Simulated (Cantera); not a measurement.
A Cantera script and what it prints.

```python
import numpy as np
import cantera as ct

gas_names = """
    O2 H2O
""".split()
cond_names = """
    Ca(a) CaO(s) CaO2H2(s)
""".split()


def load(file, names, dense=False):
    # The tables refer to 1 bar. Condensed volumes are neglected.
    table = {s.name: s for s in ct.Species.list_from_file(file)}
    out = []
    for n in names:
        d = dict(table[n].input_data)
        d["thermo"] = dict(d["thermo"], **{"reference-pressure": 1e5})
        if dense:
            d["equation-of-state"] = {"model": "constant-volume", "density": "1e6 g/cm^3"}
        out.append(ct.Species.from_dict(d))
    return out


species = {s.name: s for s in load("nasa_gas.yaml", gas_names) + load("nasa_condensed.yaml", cond_names)}
T = 700
g = {n: (s.thermo.h(T) - T * s.thermo.s(T)) / (ct.gas_constant * T * np.log(10)) for n, s in species.items()}
valid = cond_names  # the entries whose range holds T


def stable(la, lb):
    # potentials (over RT ln 10) of the two non-metals from log10 p(O2) and log10 p(H2O) in bar
    mu = {}
    mu["O"] = (g["O2"] + la) / 2
    mu["H"] = (g["H2O"] + lb - 1 * mu["O"]) / 2
    cost = {}
    for n in valid:
        c = species[n].composition
        cost[n] = (g[n] - sum(c.get(e, 0) * m for e, m in mu.items())) / c["Ca"]
    return min(cost, key=cost.get)


results = []
for lb in [1, -0.7, -2.4, -4.1, -5.9, -7.6, -9.3, -11, -12.7, -14.4, -16.1, -17.9, -19.6, -21.3, -23]:
    row = [stable(la, lb) for la in [-33, -31.4, -29.9, -28.3, -26.7, -25.1, -23.6, -22, -20.4, -18.9, -17.3, -15.7, -14.1, -12.6, -11, -9.4, -7.9, -6.3, -4.7, -3.1, -1.6, 0]]
    results.append(row)
    print(f"{lb:6.1f}  " + " ".join(f"{valid.index(n):x}" for n in row))
print("key: " + ", ".join(f"{i:x} {n}" for i, n in enumerate(valid)))
```

It prints:

```
   1.0  2 2 2 2 2 2 2 2 2 2 2 2 2 2 2 2 2 2 2 2 2 2
  -0.7  2 2 2 2 2 2 2 2 2 2 2 2 2 2 2 2 2 2 2 2 2 2
  -2.4  1 1 1 1 1 1 1 1 1 1 1 1 1 1 1 1 1 1 1 1 1 1
  -4.1  1 1 1 1 1 1 1 1 1 1 1 1 1 1 1 1 1 1 1 1 1 1
  -5.9  1 1 1 1 1 1 1 1 1 1 1 1 1 1 1 1 1 1 1 1 1 1
  -7.6  1 1 1 1 1 1 1 1 1 1 1 1 1 1 1 1 1 1 1 1 1 1
  -9.3  1 1 1 1 1 1 1 1 1 1 1 1 1 1 1 1 1 1 1 1 1 1
 -11.0  1 1 1 1 1 1 1 1 1 1 1 1 1 1 1 1 1 1 1 1 1 1
 -12.7  1 1 1 1 1 1 1 1 1 1 1 1 1 1 1 1 1 1 1 1 1 1
 -14.4  1 1 1 1 1 1 1 1 1 1 1 1 1 1 1 1 1 1 1 1 1 1
 -16.1  1 1 1 1 1 1 1 1 1 1 1 1 1 1 1 1 1 1 1 1 1 1
 -17.9  1 1 1 1 1 1 1 1 1 1 1 1 1 1 1 1 1 1 1 1 1 1
 -19.6  1 1 1 1 1 1 1 1 1 1 1 1 1 1 1 1 1 1 1 1 1 1
 -21.3  1 1 1 1 1 1 1 1 1 1 1 1 1 1 1 1 1 1 1 1 1 1
 -23.0  1 1 1 1 1 1 1 1 1 1 1 1 1 1 1 1 1 1 1 1 1 1
key: 0 Ca(a), 1 CaO(s), 2 CaO2H2(s)
```

Source: NASA polynomial tables (part measured, part estimated), evaluated in Cantera. Part of the grid cannot be reached: there another gas would pass 10 bar, or a non-metal would condense.
